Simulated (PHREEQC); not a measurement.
0.1 g of hydrous ferric oxide (600 m²/g; 0.2 weak and 0.005 strong sites per Fe, Dzombak-Morel constants, diffuse double layer) in 1 kg of water with 0.3 mol/kgw of an inert sodium salt, at 25 °C; the pH is set by adding NaOH or the inert anion's acid. O2 is buffered at 0.21 atm. No CO2 enters from the air. Precipitation was switched off in this run.

Base run: PHREEQC, ion-association model, wateq4f.dat. Each further column changes one thing. The table gives surface charge σ (C/m²).

```json
[
 {"pH": "3", "base": "0.368", "background salt from 0.3 to 0.03 mol/kgw": "0.350", "oxide from 0.1 to 0.5 g/kgw": "0.368", "8.2e-05 mol/kgw CuSO4 added": "0.272"},
 {"pH": "3.5", "base": "0.363", "background salt from 0.3 to 0.03 mol/kgw": "0.319", "oxide from 0.1 to 0.5 g/kgw": "0.363", "8.2e-05 mol/kgw CuSO4 added": "0.269"},
 {"pH": "4", "base": "0.349", "background salt from 0.3 to 0.03 mol/kgw": "…", "oxide from 0.1 to 0.5 g/kgw": "0.349", "8.2e-05 mol/kgw CuSO4 added": "…"},
 {"pH": "4.5", "base": "0.318", "background salt from 0.3 to 0.03 mol/kgw": "0.213", "oxide from 0.1 to 0.5 g/kgw": "0.318", "8.2e-05 mol/kgw CuSO4 added": "…"},
 {"pH": "5", "base": "0.269", "background salt from 0.3 to 0.03 mol/kgw": "0.157", "oxide from 0.1 to 0.5 g/kgw": "0.269", "8.2e-05 mol/kgw CuSO4 added": "0.225"},
 {"pH": "5.5", "base": "0.210", "background salt from 0.3 to 0.03 mol/kgw": "0.111", "oxide from 0.1 to 0.5 g/kgw": "0.210", "8.2e-05 mol/kgw CuSO4 added": "0.196"},
 {"pH": "6", "base": "0.154", "background salt from 0.3 to 0.03 mol/kgw": "0.074", "oxide from 0.1 to 0.5 g/kgw": "0.154", "8.2e-05 mol/kgw CuSO4 added": "0.170"},
 {"pH": "6.5", "base": "0.106", "background salt from 0.3 to 0.03 mol/kgw": "0.047", "oxide from 0.1 to 0.5 g/kgw": "0.106", "8.2e-05 mol/kgw CuSO4 added": "0.144"},
 {"pH": "7", "base": "0.066", "background salt from 0.3 to 0.03 mol/kgw": "0.028", "oxide from 0.1 to 0.5 g/kgw": "0.066", "8.2e-05 mol/kgw CuSO4 added": "…"},
 {"pH": "7.5", "base": "0.034", "background salt from 0.3 to 0.03 mol/kgw": "…", "oxide from 0.1 to 0.5 g/kgw": "0.034", "8.2e-05 mol/kgw CuSO4 added": "0.084"},
 {"pH": "8", "base": "0.006", "background salt from 0.3 to 0.03 mol/kgw": "…", "oxide from 0.1 to 0.5 g/kgw": "0.006", "8.2e-05 mol/kgw CuSO4 added": "0.053"},
 {"pH": "8.5", "base": "-0.021", "background salt from 0.3 to 0.03 mol/kgw": "-0.008", "oxide from 0.1 to 0.5 g/kgw": "-0.021", "8.2e-05 mol/kgw CuSO4 added": "…"},
 {"pH": "9", "base": "-0.051", "background salt from 0.3 to 0.03 mol/kgw": "-0.021", "oxide from 0.1 to 0.5 g/kgw": "-0.051", "8.2e-05 mol/kgw CuSO4 added": "-0.002"}
]
```

### Question
Some entries are withheld; supply them.

### Answer

- 4, background salt from 0.3 to 0.03 mol/kgw: 0.271
- 4, 8.2e-05 mol/kgw CuSO4 added: 0.263
- 4.5, 8.2e-05 mol/kgw CuSO4 added: 0.249
- 7, 8.2e-05 mol/kgw CuSO4 added: 0.115
- 7.5, background salt from 0.3 to 0.03 mol/kgw: 0.014
- 8, background salt from 0.3 to 0.03 mol/kgw: 0.002
- 8.5, 8.2e-05 mol/kgw CuSO4 added: 0.025

The oxide is taken as insoluble; below pH 4 it would dissolve. The database's constant for dissolved Cu(OH)2 is higher than later reviews accept.
